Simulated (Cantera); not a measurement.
A freely propagating, adiabatic, planar premixed flame of CH4 : O2 : N2 = 1 : 2 : 7.52 (molar parts), unburnt at 500 K and 1130 Torr; mixture-averaged transport, grid criteria slope 0.08 and curve 0.16, no radiation.

Detailed kinetics in Cantera: GRI-Mech 3.0 (53 species, 325 reactions). Burning velocities carry a grid error of a few per cent, more on coarse grids.

**Question.** How do the results move with these cheaper or finer settings: unity-Lewis-number transport; multicomponent transport; multicomponent+Soret transport; grid criteria slope 0.5, curve 1; grid criteria slope 0.25, curve 0.5; grid criteria slope 0.03, curve 0.06?

**Answer.** 
```json
[
 {"setting": "as above", "laminar burning velocity": "81.1 cm/s", "thermal thickness": "0.263 mm", "peak x(HO2)": "0.000188", "peak x(CH3)": "0.00251", "grid points": "148"},
 {"setting": "unity-Lewis-number transport", "laminar burning velocity": "60.9 cm/s", "thermal thickness": "0.298 mm", "peak x(HO2)": "0.000119", "peak x(CH3)": "0.00208", "grid points": "134"},
 {"setting": "multicomponent transport", "laminar burning velocity": "81.4 cm/s", "thermal thickness": "0.267 mm", "peak x(HO2)": "0.000187", "peak x(CH3)": "0.00253", "grid points": "149"},
 {"setting": "multicomponent+Soret transport", "laminar burning velocity": "80.2 cm/s", "thermal thickness": "0.268 mm", "peak x(HO2)": "0.000188", "peak x(CH3)": "0.00246", "grid points": "148"},
 {"setting": "grid criteria slope 0.5, curve 1", "laminar burning velocity": "87.4 cm/s", "thermal thickness": "0.291 mm", "peak x(HO2)": "0.000182", "peak x(CH3)": "0.00246", "grid points": "43"},
 {"setting": "grid criteria slope 0.25, curve 0.5", "laminar burning velocity": "83.5 cm/s", "thermal thickness": "0.272 mm", "peak x(HO2)": "0.000187", "peak x(CH3)": "0.00248", "grid points": "63"},
 {"setting": "grid criteria slope 0.03, curve 0.06", "laminar burning velocity": "79.9 cm/s", "thermal thickness": "0.262 mm", "peak x(HO2)": "0.000188", "peak x(CH3)": "0.00251", "grid points": "353"}
]
```
The base run took around 18 core-seconds (rough).
Unity Lewis numbers drop preferential diffusion, which matters most where H2 and H carry the flame; Soret adds thermal diffusion.
